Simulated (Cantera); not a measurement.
Charge: 1 mol C₂F₆, 0.46 mol CH₄, 0.7 mol H₂, at 2973.15 K and 1.33 mbar.

These are equilibrium values from Cantera (NASA tables, ideal gas, pure condensed phases), not measurements of a reactor. Candidate condensed phases: C, C₆H₆, C₇H₈, C₈H₁₈; 95 gas species. The feed counts by its element totals alone. Rates play no part.

Base state: F 0.414, HF 0.354, C₃ 0.0813, H 0.0797, CF 0.0350, C 0.0227, C₂ 0.0106, CF₂ 0.00122 (mole fractions); condensed: gas only.

Problem. What changes in the equilibrium state with this change: temperature from 2973.15 K to 3398 K?

Solution. 
```
species    before    after
-------  --------  -------
F           0.414    0.502
H          0.0797    0.248
C          0.0227    0.134
HF          0.354   0.0654
C₃         0.0813   0.0188
CF         0.0350   0.0149
C₂         0.0106   0.0166
C₅       0.000822  1.55e-5
CF₂       0.00122  4.45e-5
```
